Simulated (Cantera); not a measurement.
Cantera run, input and output.

```python
import numpy as np
import cantera as ct

gas = ct.Solution("h2o2.yaml")
gas.TPX = 675, 200000, {'H2': 1, 'O2': 0.617, 'N2': 2.32}
flame = ct.FreeFlame(gas, width=0.025)
flame.set_refine_criteria(ratio=3, slope=0.08, curve=0.16)
flame.transport_model = "mixture-averaged"
flame.solve(loglevel=0, auto=True)
flame.transport_model = "multicomponent"
flame.soret_enabled = False
flame.solve(loglevel=0, refine_grid=True)
z, T = flame.grid, flame.T
thick = (T[-1] - T[0]) / np.gradient(T, z).max()
show = ['H2', 'O2', 'OH', 'H2O2', 'H', 'HO2']
print(f"laminar burning velocity  {flame.velocity[0] * 100:.3f} cm/s")
print(f"burnt temperature         {T[-1]:.1f} K")
print(f"thermal thickness         {thick * 1e3:.4f} mm")
print(f"grid points               {len(z)}")
z0 = z[flame.heat_release_rate.argmax()]
print(f"{'z/mm':>9s}{'T/K':>9s}{'u/(m/s)':>9s}" + "".join(f"{s:>11s}" for s in show))
rows = []
for k in (-3, -2, -1.5, -1, -0.5, -0.25, 0, 0.25, 0.5, 1, 2, 4, 8):
    zz = z0 + k * thick
    rows.append([k * thick, np.interp(zz, z, T), np.interp(zz, z, flame.velocity),
                 *(np.interp(zz, z, flame.X[gas.species_index(s)]) for s in show)])
    print(f"{rows[-1][0] * 1e3:9.3f}{rows[-1][1]:9.1f}{rows[-1][2]:9.3f}" + "".join(f"{x:11.3e}" for x in rows[-1][3:]))
```

It prints:

```
laminar burning velocity  784.422 cm/s
burnt temperature         2436.8 K
thermal thickness         0.1947 mm
grid points               127
     z/mm      T/K  u/(m/s)         H2         O2         OH       H2O2          H        HO2
   -0.584    675.0    7.844  2.540e-01  1.567e-01  1.376e-16  2.195e-14  1.307e-15  7.061e-12
   -0.389    675.0    7.844  2.540e-01  1.567e-01  5.997e-14  1.149e-12  1.321e-12  5.938e-10
   -0.292    675.0    7.844  2.540e-01  1.567e-01  3.508e-12  3.616e-11  1.668e-10  1.749e-08
   -0.195    675.1    7.843  2.538e-01  1.568e-01  1.204e-09  5.188e-09  7.858e-08  1.756e-06
   -0.097    694.8    8.018  2.475e-01  1.571e-01  6.356e-05  5.680e-06  1.701e-04  3.314e-04
   -0.049    902.1   10.149  2.113e-01  1.516e-01  9.429e-04  2.227e-05  4.718e-03  3.227e-04
    0.000   1322.5   14.388  1.187e-01  1.133e-01  4.613e-03  1.043e-05  2.502e-02  1.621e-04
    0.049   1632.7   17.531  4.948e-02  6.536e-02  1.174e-02  4.086e-06  3.668e-02  8.010e-05
    0.097   1790.8   19.097  3.271e-02  5.008e-02  1.565e-02  2.337e-06  3.270e-02  5.171e-05
    0.195   1958.5   20.682  2.702e-02  4.391e-02  1.812e-02  1.277e-06  2.298e-02  3.402e-05
    0.389   2117.6   22.124  2.202e-02  4.027e-02  1.863e-02  7.880e-07  1.378e-02  2.143e-05
    0.779   2253.7   23.316  1.589e-02  3.732e-02  1.728e-02  5.567e-07  7.106e-03  1.285e-05
    1.558   2355.7   24.184  1.003e-02  3.528e-02  1.455e-02  4.472e-07  3.141e-03  8.195e-06
```

Computed with Cantera and the H2/O2 subset of GRI-Mech 3.0, which has no nitrogen chemistry. Burning velocities carry a grid error of a few per cent, more on coarse grids.
